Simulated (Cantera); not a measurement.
Feed: 1 mol (CH₃)₂SiCl₂, 0.48 mol HCl, 53 mol H₂, held at 1.33 mbar.

Equilibrium computed with Cantera from the NASA thermochemical tables; the gas is ideal and each condensed phase is pure. Candidate condensed phases: C, C₆H₆, C₇H₈, C₈H₁₈, Si, SiC; 109 gas species. The feed counts by its element totals alone. Gases not in the tables: Si₂H₆ and higher silanes. Equilibrium is a limit: real reactors are often held back by kinetics, nucleation or transport.

Q: Which condensed phases are stable at each of these points (T (K)): 1575, 1675, 1775, 1875, 1975, 2075, 2175, 2275, 2375?

A: 
```csv
T (K),condensed phases,Si condensed (%)
1575,C(graphite) + SiC(s),99.6
1675,C(graphite) + SiC(s),99.4
1775,C(graphite) + SiC(s),99.0
1875,C(graphite) + SiC(s),97.4
1975,C(graphite) + SiC(s),90.4
2075,C(graphite) + SiC(s),59.5
2175,C(graphite),0.0
2275,C(graphite),0.0
2375,C(graphite),0.0
```

From 1575 K to 2075 K the condensed part is C(graphite) + SiC(s). From 2175 K to 2375 K the condensed part is C(graphite).
